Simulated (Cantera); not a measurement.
## Equilibrium for silicon oxide and oxynitride deposition: SiH4 + O2 + H2

A closed system holds: 1 mol SiH4, a varied amount of O2, 18 mol H2, equilibrated at 1548 K and 750 Torr.

Cantera equilibrium calculation (NASA polynomials, part measured and part estimated; ideal gas, pure solids and liquids). Candidate condensed phases: H2O, Si, SiO2; 18 gas species. Mutual solubility and eutectic melting of coexisting phases are not modelled. The tables hold silica as quartz up to 1696 K and as liquid above; real silica turns to tridymite and cristobalite and melts near 1996 K. Gases not in the tables: Si(OH)4. Equilibrium is a limit: real reactors are often held back by kinetics, nucleation or transport.

From 0.12 mol O2 to 0.7 mol O2 the condensed part is Si(s) + SiO2(β-quartz). From 0.99 mol O2 to 8 mol O2 the condensed part is SiO2(β-quartz).

```json
[
 {"n(O2) (mol)": "0.12", "x H2": "0.999", "x H2O": "5.44e-6", "x SiO": "0.00121", "x H": "3.08e-5", "x SiH2": "2.72e-6", "n Si(s)": "0.868", "n SiO2(β-quartz)": "0.108"},
 {"n(O2) (mol)": "0.17", "x H2": "0.999", "x H2O": "5.44e-6", "x SiO": "0.00121", "x H": "3.08e-5", "x SiH2": "2.72e-6", "n Si(s)": "0.818", "n SiO2(β-quartz)": "0.158"},
 {"n(O2) (mol)": "0.24", "x H2": "0.999", "x H2O": "5.44e-6", "x SiO": "0.00121", "x H": "3.08e-5", "x SiH2": "2.72e-6", "n Si(s)": "0.748", "n SiO2(β-quartz)": "0.228"},
 {"n(O2) (mol)": "0.35", "x H2": "0.999", "x H2O": "5.44e-6", "x SiO": "0.00121", "x H": "3.08e-5", "x SiH2": "2.72e-6", "n Si(s)": "0.638", "n SiO2(β-quartz)": "0.338"},
 {"n(O2) (mol)": "0.49", "x H2": "0.999", "x H2O": "5.44e-6", "x SiO": "0.00121", "x H": "3.08e-5", "x SiH2": "2.72e-6", "n Si(s)": "0.498", "n SiO2(β-quartz)": "0.478"},
 {"n(O2) (mol)": "0.7", "x H2": "0.999", "x H2O": "5.44e-6", "x SiO": "0.00121", "x H": "3.08e-5", "x SiH2": "2.72e-6", "n Si(s)": "0.288", "n SiO2(β-quartz)": "0.688"},
 {"n(O2) (mol)": "0.99", "x H2": "0.999", "x H2O": "6.56e-6", "x SiO": "0.00100", "x H": "3.08e-5", "x SiH2": "1.87e-6", "n Si(s)": "0", "n SiO2(β-quartz)": "0.980"},
 {"n(O2) (mol)": "1.4", "x H2": "0.960", "x H2O": "0.0400", "x SiO": "1.58e-7", "x H": "3.02e-5", "x SiH2": "<1e-12", "n Si(s)": "0", "n SiO2(β-quartz)": "1.000"},
 {"n(O2) (mol)": "2", "x H2": "0.900", "x H2O": "0.1000", "x SiO": "5.91e-8", "x H": "2.92e-5", "x SiH2": "<1e-12", "n Si(s)": "0", "n SiO2(β-quartz)": "1.000"},
 {"n(O2) (mol)": "2.8", "x H2": "0.820", "x H2O": "0.180", "x SiO": "2.99e-8", "x H": "2.79e-5", "x SiH2": "<1e-12", "n Si(s)": "0", "n SiO2(β-quartz)": "1.000"},
 {"n(O2) (mol)": "4", "x H2": "0.700", "x H2O": "0.300", "x SiO": "1.53e-8", "x H": "2.58e-5", "x SiH2": "<1e-12", "n Si(s)": "0", "n SiO2(β-quartz)": "1.00"},
 {"n(O2) (mol)": "5.7", "x H2": "0.530", "x H2O": "0.470", "x SiO": "7.41e-9", "x H": "2.24e-5", "x SiH2": "<1e-12", "n Si(s)": "0", "n SiO2(β-quartz)": "1.00"},
 {"n(O2) (mol)": "8", "x H2": "0.300", "x H2O": "0.700", "x SiO": "2.82e-9", "x H": "1.69e-5", "x SiH2": "<1e-12", "n Si(s)": "0", "n SiO2(β-quartz)": "1.00"}
]
```
x: gas mole fraction; n: condensed amount in mol.
